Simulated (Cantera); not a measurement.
An isothermal, constant-pressure homogeneous reactor starts with N₂O : H₂O : N₂ = 1 : 0.0081 : 0.069 (molar parts), at 1075 K and 1.00 bar.

Detailed kinetics in Cantera: GRI-Mech 3.0 (53 species, 325 reactions). GRI-Mech 3.0 was tuned for natural gas; its chemistry of N2O as a main component is partial and can be far from experiment. The mechanism lacks the step 2 NO + O2 → 2 NO2, which can matter for NO2 below about 1400 K. The temperature is held fixed by assumption; the heat of reaction is taken as removed at once.

One state of this run: x N₂O = 0.897; x H₂O = 0.00744; x O₂ = 0.0101; x OH = 1.60e-6; x NO = 0.00103; x O = 1.80e-7; x NO₂ = 0.000186. x: mole fraction; the columns are a selection and need not sum to one.

### Question
Which value of t (s) does it belong to?
A) 90.0
B) 32.6
C) 0.0266
D) 0.560

### Answer
D, 0.560
